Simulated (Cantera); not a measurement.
## Thermodynamics of silicon epitaxy and polysilicon growth, feed SiH₄ + HCl + N₂

Feed: 1 mol SiH₄, 0.38 mol HCl, 17 mol N₂, at 1773.15 K and 0.00690 bar.

Cantera equilibrium calculation (NASA polynomials, part measured and part estimated; ideal gas, pure solids and liquids). Candidate condensed phases: NH₄Cl, Si, Si₃N₄; 28 gas species. The tables' values for SiCl, SiN are old estimates; treat these amounts as uncertain. Equilibrium is a limit: real reactors are often held back by kinetics, nucleation or transport.

| Item | Result |
|---|---|
| x(N₂) | 0.872 |
| x(H₂) | 0.110 |
| x(HCl) | 0.0120 |
| x(SiCl₂) | 0.00402 |
| x(H) | 0.00114 |
| x(Si) | 0.000296 |
| x(Cl) | 9.52e-5 |
| x(SiCl) | 9.05e-5 |
| x(Si₂N) | 1.75e-5 |
| n(Si₃N₄(s)) | 0.305 mol |
| gas amount | 18.79 mol |
| log10 activity of Si(l) (absent) | -0.02 |
